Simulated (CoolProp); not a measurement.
A single-stage vapour-compression cycle with n-pentane: evaporating at 321.15 K (dew point), condensing at 388.15 K (bubble point), superheat 10 K, subcooling 8 K, compressor efficiency 0.65, no pressure losses. Each further row changes one setting.

Computed with CoolProp (reference Helmholtz-energy equation of state, Thol 2019).

```csv
case,cooling COP,pressure ratio,discharge temperature (K),refrigerating effect (kJ/kg),volumetric capacity (kJ/m³)
as stated,2.28,5.47,390.6,213,881
evaporating temperature 326.15 K,2.59,4.69,390.7,221,1060
condensing temperature 383.15 K,2.58,4.93,386.7,227,938
subcooling 13 K,2.43,5.47,390.6,227,938
superheat 20 K,2.37,5.47,400.5,232,925
compressor efficiency 0.55,1.93,5.47,397.8,213,881
```
